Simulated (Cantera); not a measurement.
A Cantera script and what it prints.

```python
import numpy as np
import cantera as ct

gas_names = """
    C CN CO CO2 C2 CCN CNC C2N2 C2O C3 C3O2 C4 C4N2 C5 N NCO NO NO2 NO3 N2 N2O O O2 O3 Si SiC SiC2 SiN
    SiO SiO2 Si2 Si2C Si2N Si3
""".split()
cond_names = """
    C(gr) Si(cr) Si(L) SiC(b) SiO2(Lqz) SiO2(hqz) SiO2(L) Si2N2O(s) Si3N4(a)
""".split()


# ... load() reads the species with a 1 bar reference pressure and builds the phases ...
atoms = {
    'Si': {'Si': 1},
    'CO2': {'C': 1, 'O': 2},
    'N2': {'N': 2},
}
top_T = {'C(gr)': 4500, 'SiC(b)': 3050, 'Si2N2O(s)': 2100, 'Si3N4(a)': 2400}  # K; cautious upper limits of use, not melting points


# ... equilibrate(T, P, feed) seeds the gas with the atoms and calls Mixture.equilibrate('TP', solver="vcs", rtol=1e-11, max_steps=5000) ...
results = []
feed = {'Si': 1, 'CO2': 0.033, 'N2': 560}  # mol
P = 1333.22  # Pa
for T in [1398, 1448, 1498, 1548, 1598, 1648, 1698, 1748, 1798]:
    mix = equilibrate(T, P, feed)
    results.append((T, P, feed, dict(zip(mix.species_names, mix.species_moles))))

top = {s: max(r[3][s] / sum(r[3][g] for g in gas_names) for r in results) for s in gas_names}
cols = sorted((s for s in top if top[s] > 0.001), key=lambda s: -top[s])[:7]
seen = [c for c in cond_names if any(r[3].get(c, 0) > 1e-12 for r in results)]
print("log10 of partial pressures in bar; condensed amounts in mol")
print(f"{'T/K':>10s}" + "".join(f"{s[:9]:>10s}" for s in cols + seen))
for T, P, feed, n in results:
    ng = sum(n[g] for g in gas_names)
    print(f"{T:10.4g}" + "".join(f"{np.log10(max(n[s] / ng * P / 1e5, 1e-99)):10.3f}" for s in cols)
          + "".join(f"{n.get(c, 0):10.4g}" for c in seen))
```

It prints:

```
log10 of partial pressures in bar; condensed amounts in mol
       T/K        N2    SiC(b) Si2N2O(s)  Si3N4(a)
      1398    -1.875         0   0.03281    0.3114
      1448    -1.875         0   0.03195    0.3117
      1498    -1.875         0   0.02779    0.3131
      1548    -1.875         0  0.009732    0.3191
      1598    -1.875         0         0    0.3222
      1648    -1.875         0         0    0.3218
      1698    -1.875 0.0004199         0    0.3196
      1748    -1.875   0.01339         0    0.3033
      1798    -1.875   0.02158         0     0.269
```

These are equilibrium values from Cantera (NASA tables, ideal gas, pure condensed phases), not measurements of a reactor. N2 is the only nitrogen source here; it is nearly inert below about 1500 K, so the nitride shown seldom forms there in practice. Mutual solubility and eutectic melting of coexisting phases are not modelled.
